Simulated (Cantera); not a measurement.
Thermal oxidation and active oxidation of silicon: Si + CO2 + H2

Feed: 1 mol Si, 0.42 mol CO2, 31 mol H2, equilibrated at 3.30e-6 bar.

Method: chemical equilibrium by Gibbs-energy minimisation in Cantera with the NASA 1993 tables (ideal gas, pure condensed phases). Candidate condensed phases: C, C6H6, C7H8, C8H18, H2O, Si, SiC, SiO2; 123 gas species. Rates play no part.

From 1473 K to 1623 K the condensed part is SiC(s). From 1698 K to 2223 K nothing is condensed. The main Si-bearing gas is SiO at 1473 K and Si at 2223 K.

| T (K) | log p H2 | log p H | log p SiO | log p Si | log p CO | n SiC(s) |
|---|---|---|---|---|---|---|
| 1473 | -5.50 | -7.65 | -7.14 | -8.72 | -7.84 | 0.281 |
| 1548 | -5.50 | -7.26 | -7.17 | -7.97 | -7.73 | 0.237 |
| 1623 | -5.51 | -6.92 | -7.29 | -7.40 | -7.48 | 0.0901 |
| 1698 | -5.54 | -6.61 | -7.39 | -7.25 | -7.39 | 0 |
| 1773 | -5.57 | -6.33 | -7.40 | -7.26 | -7.40 | 0 |
| 1848 | -5.63 | -6.09 | -7.43 | -7.29 | -7.43 | 0 |
| 1923 | -5.72 | -5.89 | -7.46 | -7.32 | -7.46 | 0 |
| 1998 | -5.87 | -5.73 | -7.51 | -7.37 | -7.51 | 0 |
| 2073 | -6.08 | -5.62 | -7.56 | -7.42 | -7.56 | 0 |
| 2148 | -6.35 | -5.56 | -7.61 | -7.47 | -7.61 | 0 |
| 2223 | -6.66 | -5.52 | -7.63 | -7.49 | -7.63 | 0 |
log p: log10 of the partial pressure in bar; n: condensed amount in mol.
